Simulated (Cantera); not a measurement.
## Premixed flame

A freely propagating, adiabatic, planar premixed flame of 8.90 % CH4, 19.1 % O2, 72.0 % N2, unburnt at 375 K and 30000 Pa; unity-Lewis-number transport, grid criteria slope 0.08 and curve 0.16, no radiation.

Computed with Cantera and GRI-Mech 3.0 (53 species, 325 reactions). Unity Lewis numbers drop preferential diffusion, which matters most where H2 and H carry the flame. Burning velocities carry a grid error of a few per cent, more on coarse grids.

```json
[
 {"z (mm)": "-3.90", "T (K)": "375", "u (m/s)": "0.517", "x CH4": "0.0890", "x O2": "0.191", "x CH2": "<1e-8", "x C2H2": "<1e-8", "x H2O": "8.89e-6", "x NO": "<1e-8"},
 {"z (mm)": "-2.60", "T (K)": "377", "u (m/s)": "0.519", "x CH4": "0.0889", "x O2": "0.191", "x CH2": "<1e-8", "x C2H2": "3.91e-8", "x H2O": "0.000145", "x NO": "<1e-8"},
 {"z (mm)": "-1.95", "T (K)": "385", "u (m/s)": "0.530", "x CH4": "0.0884", "x O2": "0.190", "x CH2": "<1e-8", "x C2H2": "2.45e-7", "x H2O": "0.000910", "x NO": "3.37e-8"},
 {"z (mm)": "-1.30", "T (K)": "442", "u (m/s)": "0.610", "x CH4": "0.0849", "x O2": "0.185", "x CH2": "<1e-8", "x C2H2": "1.69e-6", "x H2O": "0.00627", "x NO": "2.52e-7"},
 {"z (mm)": "-0.650", "T (K)": "822", "u (m/s)": "1.15", "x CH4": "0.0606", "x O2": "0.149", "x CH2": "2.32e-8", "x C2H2": "1.19e-5", "x H2O": "0.0441", "x NO": "2.18e-6"},
 {"z (mm)": "-0.325", "T (K)": "1224", "u (m/s)": "1.72", "x CH4": "0.0324", "x O2": "0.106", "x CH2": "3.51e-6", "x C2H2": "2.46e-5", "x H2O": "0.0880", "x NO": "4.59e-6"},
 {"z (mm)": "0", "T (K)": "1622", "u (m/s)": "2.32", "x CH4": "0.00563", "x O2": "0.0579", "x CH2": "3.17e-5", "x C2H2": "3.27e-5", "x H2O": "0.134", "x NO": "7.97e-6"},
 {"z (mm)": "0.325", "T (K)": "1749", "u (m/s)": "2.51", "x CH4": "0.000182", "x O2": "0.0372", "x CH2": "2.39e-6", "x C2H2": "2.59e-6", "x H2O": "0.147", "x NO": "1.13e-5"},
 {"z (mm)": "0.650", "T (K)": "1785", "u (m/s)": "2.55", "x CH4": "3.29e-6", "x O2": "0.0326", "x CH2": "4.93e-8", "x C2H2": "4.07e-8", "x H2O": "0.148", "x NO": "1.34e-5"},
 {"z (mm)": "1.30", "T (K)": "1835", "u (m/s)": "2.61", "x CH4": "<1e-8", "x O2": "0.0297", "x CH2": "<1e-8", "x C2H2": "<1e-8", "x H2O": "0.148", "x NO": "1.62e-5"},
 {"z (mm)": "2.60", "T (K)": "1902", "u (m/s)": "2.69", "x CH4": "<1e-8", "x O2": "0.0273", "x CH2": "<1e-8", "x C2H2": "<1e-8", "x H2O": "0.152", "x NO": "2.05e-5"},
 {"z (mm)": "5.20", "T (K)": "1979", "u (m/s)": "2.79", "x CH4": "<1e-8", "x O2": "0.0248", "x CH2": "<1e-8", "x C2H2": "<1e-8", "x H2O": "0.157", "x NO": "2.79e-5"},
 {"z (mm)": "10.4", "T (K)": "2053", "u (m/s)": "2.88", "x CH4": "<1e-8", "x O2": "0.0221", "x CH2": "<1e-8", "x C2H2": "<1e-8", "x H2O": "0.163", "x NO": "4.12e-5"}
]
```
x: mole fraction of selected species; z is measured from the peak of heat release.

laminar burning velocity: 51.6 cm/s
thermal thickness: 1.30 mm
peak x(CH2): 3.28e-5
peak x(C2H2): 3.60e-5
grid points: 139
